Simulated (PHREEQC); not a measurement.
Consider water at 25 °C with 0.92 mol/kgw KCl, 0.017 mol/kgw Na2B4O7 and 2.3 mol/kgw NaCl. Closed to the air; pH follows from the charge balance.

Model: Pitzer model, pitzer.dat, run in PHREEQC.

| Item | Result |
|---|---|
| pH | 8.64 |
| ionic strength | 3.25 mol/kgw |
| activity of water | 0.888 |
| density | 1.120 g/cm³ |
| osmotic coefficient | 1.012 |
| total alkalinity | 34.0 meq/kg |

```
species      molality  activity   log γ
-----------  --------  --------  ------
Cl-              3.22      1.84  -0.243
Na+              2.33      1.95  -0.078
K+              0.920     0.576  -0.204
B(OH)4-        0.0296   0.00559  -0.724
B(OH)3         0.0282    0.0249  -0.054
B4O5(OH)4-2   0.00149   7.74e-6  -2.284
B3O3(OH)4-    0.00143  0.000254  -0.749
OH-           7.90e-6   3.95e-6  -0.301
H+            1.21e-9   2.28e-9   0.276
```

This is a speciation only: nothing precipitates in the calculation. Species that the database lacks are ignored. In brines, pH and single-ion activities rest on the MacInnes convention.
